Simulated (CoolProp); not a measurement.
Properties of dimethyl carbonate along the isobar 0.101 MPa.

Values from CoolProp's reference Helmholtz-energy equation of state, Zhou 2011.

| T (K) | phase | cp (kJ/(kg K)) | cv (kJ/(kg K)) | Joule-Thomson coefficient (K/MPa) | isothermal compressibility (1/MPa) | fugacity coefficient |
|---|---|---|---|---|---|---|
| 408.9 | gas | … | 1.376 | 16.28 | 10.10 | 0.9810 |
| 436.2 | gas | 1.540 | 1.441 | 13.25 | 10.06 | 0.9846 |
| 463.5 | gas | 1.601 | 1.504 | 10.99 | 10.03 | 0.9873 |
| 490.8 | gas | 1.660 | 1.564 | 9.293 | 10.01 | 0.9894 |
| 518.1 | gas | … | 1.620 | 7.985 | 9.991 | 0.9911 |
| 545.4 | gas | … | 1.673 | 6.958 | 9.977 | 0.9924 |
| 572.7 | gas | 1.818 | … | 6.138 | 9.966 | 0.9935 |
| 600 | gas | 1.863 | 1.768 | 5.471 | 9.957 | 0.9944 |

Question: Complete the blanks.

Answer: 
- 408.9, cp (kJ/(kg K)): 1.476
- 518.1, cp (kJ/(kg K)): 1.716
- 545.4, cp (kJ/(kg K)): 1.769
- 572.7, cv (kJ/(kg K)): 1.722
